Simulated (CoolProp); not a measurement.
A Linde-Hampson liquefier for carbon monoxide: isothermal reversible compression at 230 K from 1 atm to 20 MPa, throttling to 1 atm, return gas leaving the recuperator 10 K below the feed. Each further row changes one setting.

Computed with CoolProp (reference Helmholtz-energy equation of state, Lemmon 2006). It is a short technical equation, of lower accuracy than the large ones.

```json
[
 {"case": "as stated", "liquid yield per pass": "0.156", "compression work (kJ/kg of gas)": "348"},
 {"case": "high pressure 40 MPa", "liquid yield per pass": "0.186", "compression work (kJ/kg of gas)": "399"},
 {"case": "warm-end temperature 260 K", "liquid yield per pass": "0.105", "compression work (kJ/kg of gas)": "401"},
 {"case": "warm-end gap 15 K", "liquid yield per pass": "0.144", "compression work (kJ/kg of gas)": "348"}
]
```
